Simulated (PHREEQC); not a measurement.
Model water analysis in mmol/kgw, 25 °C, pH 7.6, pe 9.4:

```csv
constituent,mmol/kgw
Na,1.68
K,1
Ca,0.714
Mg,0.866
Cl,2.38
S(6),0.364
Alkalinity (meq/kgw),2.54
Pb,0.00138
```

Valence states are taken as typed.

All values are PHREEQC results (ion-association model, phreeqc.dat), not measurements.

Precipitation was switched off in this run.

Order these Pb species by the share of Pb that they hold, largest first: PbHCO3+, PbCO3, PbOH+, Pb+2, Pb(CO3)2-2.

PbCO3 (93 %), PbHCO3+ (2.5 %), Pb+2 (1.8 %), Pb(CO3)2-2 (1.4 %), PbOH+ (1.1 %)

Order these S species by the share of S that they hold, largest first: NaSO4-, SO4-2, CaSO4, MgSO4, KSO4-.

SO4-2 (86 %), MgSO4 (8.1 %), CaSO4 (5.1 %), NaSO4- (0.50 %), KSO4- (0.42 %)

The pH is 7.60 and the ionic strength 0.00741 mol/kgw.
